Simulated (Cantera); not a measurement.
Transport properties of process gases

Gas mixture: 36.7 % CO, 44.6 % C3H8, 18.6 % C2H6, at 0.000120 bar, frozen composition.

Cantera's kinetic-theory transport with the Lennard-Jones parameters of GRI-Mech 3.0, ideal gas; thermal conductivity in the mixture-averaged form. The composition is frozen, though it would react at the higher temperatures.

```tsv
T (K)	ρ (kg/m³)	cp (J/kg/K)	μ (µPa s)	λ (mW/m/K)	Pr	D (cm²/s) CO2	D (cm²/s) CH3	D (cm²/s) H2O
400	0.000128	1825	13.8	31.9	0.787	1520	2250	2200
650	7.90e-5	2519	20.4	60.7	0.847	3670	5330	5570
900	5.70e-5	3015	26.0	89.0	0.880	6500	9330	10100
1150	4.46e-5	3359	30.9	116	0.897	9910	14100	15600
1400	3.67e-5	3609	35.3	140	0.907	13800	19700	22000
1650	3.11e-5	3801	39.4	164	0.915	18300	25900	29200
1900	2.70e-5	3945	43.3	185	0.920	23100	32800	37200
```
D: mixture-averaged diffusion coefficient of that species in the mixture.
